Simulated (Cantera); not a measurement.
Hydrocarbon pyrolysis for carbon deposition

An isothermal, constant-pressure homogeneous reactor starts with C2H6 : N2 = 1 : 11 (molar parts), at 1450 K and 20.0 Torr.

Detailed kinetics in Cantera: GRI-Mech 3.0 (53 species, 325 reactions). GRI-Mech 3.0 stops at C3 and has no aromatics, soot or wall deposition, so with more carbon than oxygen in the feed, carbon stays in small species such as C2H2 where larger ones or solid carbon would form. Radical loss at walls, strong at low pressure, is not modelled.

```json
[
 {"t (s)": "1.00e-5", "x C2H6": "0.0833", "x H2": "2.09e-8", "x C2H2": "<1e-12", "x CH3": "6.64e-5", "x CH4": "3.17e-7"},
 {"t (s)": "4.60e-5", "x C2H6": "0.0832", "x H2": "1.61e-6", "x C2H2": "2.00e-11", "x CH3": "0.000299", "x CH4": "6.62e-6"},
 {"t (s)": "0.000211", "x C2H6": "0.0823", "x H2": "0.000179", "x C2H2": "4.74e-8", "x CH3": "0.00124", "x CH4": "0.000131"},
 {"t (s)": "0.000972", "x C2H6": "0.0712", "x H2": "0.00678", "x C2H2": "9.34e-5", "x CH3": "0.00399", "x CH4": "0.00220"},
 {"t (s)": "0.00447", "x C2H6": "0.0233", "x H2": "0.0423", "x C2H2": "0.00610", "x CH3": "0.00337", "x CH4": "0.0174"},
 {"t (s)": "0.0206", "x C2H6": "0.000460", "x H2": "0.0797", "x C2H2": "0.0320", "x CH3": "0.000483", "x CH4": "0.0272"},
 {"t (s)": "0.0946", "x C2H6": "1.36e-5", "x H2": "0.0945", "x C2H2": "0.0470", "x CH3": "9.28e-5", "x CH4": "0.0267"},
 {"t (s)": "0.435", "x C2H6": "3.17e-6", "x H2": "0.104", "x C2H2": "0.0565", "x CH3": "4.63e-5", "x CH4": "0.0263"},
 {"t (s)": "2.00", "x C2H6": "3.52e-6", "x H2": "0.108", "x C2H2": "0.0604", "x CH3": "5.04e-5", "x CH4": "0.0254"}
]
```
x: mole fraction; the columns are a selection and need not sum to one.

Equilibrium at this temperature and pressure: C2H6 2.93e-9, H2 0.142, C2H2 0.0337, CH3 1.21e-6, CH4 0.000388 (gas phase only).
